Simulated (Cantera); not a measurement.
An isothermal, constant-pressure homogeneous reactor starts with CH4 : H2 = 1 : 63 (molar parts), at 1750 K and 1300 Pa.

Model: GRI-Mech 3.0 (53 species, 325 reactions), integrated in Cantera. GRI-Mech 3.0 stops at C3 and has no aromatics, soot or wall deposition, so with more carbon than oxygen in the feed, carbon stays in small species such as C2H2 where larger ones or solid carbon would form. Radical loss at walls, strong at low pressure, is not modelled.

Q: Predict: x(CH4) at 10.0 s; x(H2) at 10.0 s; x(C2H2) at 10.0 s; x(C2H4) at 10.0 s; x(CH2) at 10.0 s; x(C2H) at 10.0 s.

A: 
* **x(CH4) at 10.0 s**: 0.000687 (gas-phase equilibrium 9.46e-5)
* **x(H2) at 10.0 s**: 0.990 (gas-phase equilibrium 0.990)
* **x(C2H2) at 10.0 s**: 0.00733 (gas-phase equilibrium 0.00763)
* **x(C2H4) at 10.0 s**: 3.21e-6 (gas-phase equilibrium 3.26e-6)
* **x(CH2) at 10.0 s**: 6.20e-8 (gas-phase equilibrium 8.80e-9)
* **x(C2H) at 10.0 s**: 1.05e-7 (gas-phase equilibrium 1.11e-7)
